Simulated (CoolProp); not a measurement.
Properties of C3F8 (R218) along the isobar 3740 kPa.

Model: reference Helmholtz-energy equation of state, Lemmon 2006, in CoolProp. It is a short technical equation, of lower accuracy than the large ones.

```
T (K)   phase  density (kg/m³)  cv (kJ/(kg K))  isothermal compressibility (1/MPa)  expansivity (1/kK)  conductivity (mW/(m K))  Prandtl number
-----  ------  ---------------  --------------  ----------------------------------  ------------------  -----------------------  --------------
150    liquid             1928          0.5200                           0.0008365               1.788                     82.7            37.6
163.1  liquid             1883          0.5485                           0.0009832               1.807                     80.5            24.6
176.1  liquid             1839          0.5752                            0.001157               1.843                     78.0            17.7
189.2  liquid             1794          0.6008                            0.001369               1.897                     75.2            13.5
202.3  liquid             1749          0.6254                            0.001630               1.970                     72.2            10.8
215.4  liquid             1704          0.6491                            0.001955               2.063                     69.1            9.01
228.5  liquid             1657          0.6722                            0.002370               2.182                     65.8            7.71
241.6  liquid             1609          0.6948                            0.002911               2.333                     62.5            6.74
254.6  liquid             1559          0.7169                            0.003628               2.523                     59.1            6.00
267.7  liquid             1506          0.7390                            0.004627               2.771                     55.7            5.41
280.8  liquid             1449          0.7610                            0.006070               3.099                     52.3            4.93
293.9  liquid             1388          0.7831                            0.008272               3.554                     49.0            4.53
307    liquid             1319          0.8056                             0.01191               4.221                     45.8            4.19
320.1  liquid             1240          0.8290                             0.01866               5.296                     42.7            3.88
```

Viscosity comes from a separate model (Huber 2003), an estimate that may be off by 10 % or more. Thermal conductivity comes from a separate model (Huber 2003), an estimate that may be off by 10 % or more.
